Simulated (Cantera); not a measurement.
Input: 1 mol Fe(CO)₅, 0.89 mol H₂, equilibrated at 10.0 mbar.

Points: T (K) = 848, 898, 948, 998, 1048, 1098, 1148, 1198, 1248, 1298, 1348.

Cantera's Mixture.equilibrate('TP', solver="vcs", rtol=1e-11, max_steps=5000) on the NASA tables stopped like this:

```
T = 848 K  P = 1000 Pa  gas = 5.236 mol
   x: CO 7.139e-01  H2 1.612e-01  CO2 1.163e-01  H2O 8.492e-03  CH4 1.664e-04
   condensed (mol): C(gr) 0.6524  Fe(a) 1
T = 898 K  P = 1000 Pa  gas = 5.657 mol
   x: CO 8.047e-01  H2 1.541e-01  CO2 3.805e-02  H2O 3.133e-03
   condensed (mol): C(gr) 0.2325  Fe(a) 1
ERROR: FAILURE its = 5001!

*******************************************************************************
CanteraError thrown by MultiPhase::equilibrate:
VCS solver failed. Return code: -1
*******************************************************************************
```

What got this run through?

Several could match; the one computed here: The failure is numerical, not chemical. The same input converged with solver="gibbs", rtol=1e-10, max_steps=50000, and the result passed a check of the equilibrium conditions:
```
T = 848 K  P = 1000 Pa  gas = 5.236 mol
   x: CO 7.139e-01  H2 1.612e-01  CO2 1.163e-01  H2O 8.492e-03  CH4 1.664e-04
   condensed (mol): C(gr) 0.6524  Fe(a) 1
T = 898 K  P = 1000 Pa  gas = 5.657 mol
   x: CO 8.047e-01  H2 1.541e-01  CO2 3.805e-02  H2O 3.133e-03
   condensed (mol): C(gr) 0.2325  Fe(a) 1
T = 948 K  P = 1000 Pa  gas = 5.812 mol
   x: CO 8.347e-01  H2 1.518e-01  CO2 1.220e-02  H2O 1.227e-03
   condensed (mol): C(gr) 0.07783  Fe(a) 1
T = 998 K  P = 1000 Pa  gas = 5.862 mol
   x: CO 8.440e-01  H2 1.513e-01  CO2 4.211e-03  H2O 5.213e-04
   condensed (mol): C(gr) 0.02761  Fe(a) 1
T = 1048 K  P = 1000 Pa  gas = 5.879 mol
   x: CO 8.470e-01  H2 1.511e-01  CO2 1.592e-03  H2O 2.393e-04
   condensed (mol): C(gr) 0.01069  Fe(a) 1
T = 1098 K  P = 1000 Pa  gas = 5.885 mol
   x: CO 8.481e-01  H2 1.511e-01  CO2 6.567e-04  H2O 1.178e-04
   condensed (mol): C(gr) 0.004509  Fe(a) 1
T = 1148 K  P = 1000 Pa  gas = 5.888 mol
   x: CO 8.486e-01  H2 1.511e-01  CO2 2.929e-04
   condensed (mol): C(gr) 0.002056  Fe(a) 1
T = 1198 K  P = 1000 Pa  gas = 5.889 mol
   x: CO 8.487e-01  H2 1.511e-01  CO2 1.400e-04
   condensed (mol): C(gr) 0.001003  Fe(c) 1
T = 1248 K  P = 1000 Pa  gas = 5.889 mol
   x: CO 8.488e-01  H2 1.511e-01
   condensed (mol): C(gr) 0.0005198  Fe(c) 1
T = 1298 K  P = 1000 Pa  gas = 5.89 mol
   x: CO 8.489e-01  H2 1.511e-01
   condensed (mol): C(gr) 0.0002833  Fe(c) 1
T = 1348 K  P = 1000 Pa  gas = 5.89 mol
   x: CO 8.489e-01  H2 1.511e-01
   condensed (mol): C(gr) 0.0001606  Fe(c) 1
```

The gas is ideal and each condensed phase is pure. Condensed phases not in the tables: cementite and carbon dissolved in iron.
